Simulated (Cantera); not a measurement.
What does this Cantera script print?

```python
import numpy as np
import cantera as ct

gas = ct.Solution("gri30.yaml")
gas.TPX = 475, 101325, {'CH4': 1, 'H2': 0.21, 'O2': 1.75, 'N2': 6.6}
flame = ct.FreeFlame(gas, width=0.04)
flame.set_refine_criteria(ratio=3, slope=0.08, curve=0.16)
flame.transport_model = "mixture-averaged"
flame.solve(loglevel=0, auto=True)
flame.transport_model = "multicomponent"
flame.soret_enabled = True
flame.solve(loglevel=0, refine_grid=True)
z, T = flame.grid, flame.T
thick = (T[-1] - T[0]) / np.gradient(T, z).max()
show = ['CH4', 'H2', 'O2', 'H', 'NO', 'H2O']
print(f"laminar burning velocity  {flame.velocity[0] * 100:.3f} cm/s")
print(f"burnt temperature         {T[-1]:.1f} K")
print(f"thermal thickness         {thick * 1e3:.4f} mm")
print(f"grid points               {len(z)}")
z0 = z[flame.heat_release_rate.argmax()]
print(f"{'z/mm':>9s}{'T/K':>9s}{'u/(m/s)':>9s}" + "".join(f"{s:>11s}" for s in show))
rows = []
for k in (-3, -2, -1.5, -1, -0.5, -0.25, 0, 0.25, 0.5, 1, 2, 4, 8):
    zz = z0 + k * thick
    rows.append([k * thick, np.interp(zz, z, T), np.interp(zz, z, flame.velocity),
                 *(np.interp(zz, z, flame.X[gas.species_index(s)]) for s in show)])
    print(f"{rows[-1][0] * 1e3:9.3f}{rows[-1][1]:9.1f}{rows[-1][2]:9.3f}" + "".join(f"{x:11.3e}" for x in rows[-1][3:]))
```

Result:

```
laminar burning velocity  86.450 cm/s
burnt temperature         2261.8 K
thermal thickness         0.3514 mm
grid points               152
     z/mm      T/K  u/(m/s)        CH4         H2         O2          H         NO        H2O
   -1.054    475.2    0.865  1.046e-01  2.200e-02  1.830e-01  2.547e-13  2.996e-10  2.324e-05
   -0.703    476.9    0.868  1.043e-01  2.209e-02  1.830e-01  2.192e-11  4.009e-09  2.418e-04
   -0.527    486.3    0.885  1.033e-01  2.236e-02  1.827e-01  1.142e-09  2.994e-08  1.367e-03
   -0.351    560.8    1.023  9.733e-02  2.391e-02  1.788e-01  3.868e-07  3.433e-07  9.465e-03
   -0.176   1017.8    1.886  6.829e-02  3.165e-02  1.418e-01  1.337e-04  4.294e-06  5.637e-02
   -0.088   1444.9    2.716  3.765e-02  3.761e-02  9.730e-02  9.365e-04  9.815e-06  1.032e-01
    0.000   1822.3    3.468  9.656e-03  3.935e-02  4.840e-02  4.126e-03  1.924e-05  1.495e-01
    0.088   1987.5    3.792  9.362e-04  3.453e-02  1.998e-02  8.388e-03  3.235e-05  1.732e-01
    0.176   2031.0    3.866  5.072e-05  3.103e-02  9.791e-03  1.057e-02  4.255e-05  1.797e-01
    0.351   2064.8    3.913  1.508e-07  3.033e-02  5.356e-03  1.090e-02  5.115e-05  1.808e-01
    0.703   2104.4    3.975  3.103e-11  3.042e-02  3.895e-03  9.408e-03  5.669e-05  1.823e-01
    1.406   2152.1    4.054  1.006e-14  2.967e-02  2.679e-03  7.153e-03  6.273e-05  1.859e-01
    2.811   2198.5    4.129  1.236e-14  2.870e-02  1.541e-03  4.908e-03  7.057e-05  1.898e-01
```

Computed with Cantera and GRI-Mech 3.0 (53 species, 325 reactions). Burning velocities carry a grid error of a few per cent, more on coarse grids.
